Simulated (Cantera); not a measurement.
A perfectly stirred reactor is fed with NH3 : H2 = 1 : 18 (molar parts), at 16.5 Torr; it is held at 1900 K, and followed from long to short residence time.

Cantera simulation using the gas-phase N/H chemistry of the illustrative SiF4/NH3 mechanism in the Surface Chemkin manual (1991); the numbers are that mechanism's predictions, not measurements. Walls and surfaces, which speed up NH3 decomposition in real reactors, are not modelled.

One state of this run: x NH3 = 0.0198; x H2 = 0.963; x H = 0.00115; x NH = 3.13e-6; x N2 = 0.0155; x N2H4 = 1.05e-10; x NH2 = 6.63e-5. x: mole fraction; the columns are a selection and need not sum to one.

**Question.** Which value of τ (s) does it belong to?
(A) 21
(B) 0.041
(C) 0.12
(D) 7.3

**Answer.** D, 7.3
